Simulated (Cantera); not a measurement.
## Adiabatic ignition

An adiabatic, constant-volume homogeneous reactor starts with 8.74 % CH3OH, 7.69 % O2, 83.6 % N2, equivalence ratio 1.7, at 1325 K and 7500 Torr.

Computed with Cantera and GRI-Mech 3.0 (53 species, 325 reactions). GRI-Mech 3.0 was tuned for natural gas; its chemistry of methanol as a main component is partial and can be far from experiment.

| t (s) | T (K) | P (bar) | x CH3OH | x O2 | x H | x NO | x H2O | x HCO | x CH2O |
|---|---|---|---|---|---|---|---|---|---|
| 2.00e-6 | 1325 | 10.0 | 0.0874 | 0.0769 | 4.91e-9 | <1e-12 | 1.01e-6 | 3.51e-12 | 1.71e-6 |
| 5.51e-6 | 1325 | 10.0 | 0.0874 | 0.0769 | 5.30e-9 | <1e-12 | 2.83e-6 | 1.21e-11 | 5.23e-6 |
| 1.52e-5 | 1325 | 10.0 | 0.0874 | 0.0769 | 6.15e-9 | <1e-12 | 8.12e-6 | 4.82e-11 | 1.62e-5 |
| 4.18e-5 | 1325 | 10.0 | 0.0873 | 0.0769 | 1.05e-8 | <1e-12 | 2.93e-5 | 2.81e-10 | 5.88e-5 |
| 0.000115 | 1326 | 10.0 | 0.0869 | 0.0767 | 4.65e-8 | <1e-12 | 0.000248 | 4.97e-9 | 0.000440 |
| 0.000317 | 2285 | 18.9 | <1e-12 | 2.04e-6 | 0.000522 | 1.65e-5 | 0.115 | 1.07e-7 | 1.84e-8 |
| 0.000875 | 2286 | 18.9 | <1e-12 | 1.31e-6 | 0.000438 | 1.73e-5 | 0.115 | 9.04e-8 | 1.83e-8 |
| 0.00241 | 2286 | 18.9 | <1e-12 | 1.31e-6 | 0.000438 | 2.05e-5 | 0.115 | 9.03e-8 | 1.83e-8 |
| 0.00664 | 2286 | 18.9 | <1e-12 | 1.31e-6 | 0.000438 | 2.74e-5 | 0.115 | 9.03e-8 | 1.83e-8 |
| 0.0183 | 2286 | 18.9 | <1e-12 | 1.31e-6 | 0.000438 | 3.55e-5 | 0.115 | 9.03e-8 | 1.83e-8 |
| 0.0504 | 2286 | 18.9 | <1e-12 | 1.31e-6 | 0.000438 | 3.74e-5 | 0.115 | 9.03e-8 | 1.83e-8 |
| 0.139 | 2286 | 18.9 | <1e-12 | 1.31e-6 | 0.000438 | 3.75e-5 | 0.115 | 9.03e-8 | 1.83e-8 |
| 0.383 | 2286 | 18.9 | <1e-12 | 1.31e-6 | 0.000438 | 3.75e-5 | 0.115 | 9.03e-8 | 1.83e-8 |
| 1.05 | 2286 | 18.9 | <1e-12 | 1.31e-6 | 0.000438 | 3.75e-5 | 0.115 | 9.03e-8 | 1.83e-8 |
| 2.90 | 2286 | 18.9 | <1e-12 | 1.31e-6 | 0.000438 | 3.75e-5 | 0.115 | 9.03e-8 | 1.83e-8 |
| 8.00 | 2286 | 18.9 | <1e-12 | 1.31e-6 | 0.000438 | 3.75e-5 | 0.115 | 9.03e-8 | 1.83e-8 |
x: mole fraction; the columns are a selection and need not sum to one.

| Quantity | Value |
|---|---|
| time of steepest temperature rise | 0.258 ms |
| temperature at 8.00 s | 2286 K |
| equilibrium temperature | 2286 K |
| x(CH3OH) at 8.00 s | <1e-12 (gas-phase equilibrium <1e-12) |
| x(O2) at 8.00 s | 1.31e-6 (gas-phase equilibrium 1.31e-6) |
| x(H) at 8.00 s | 0.000438 (gas-phase equilibrium 0.000438) |
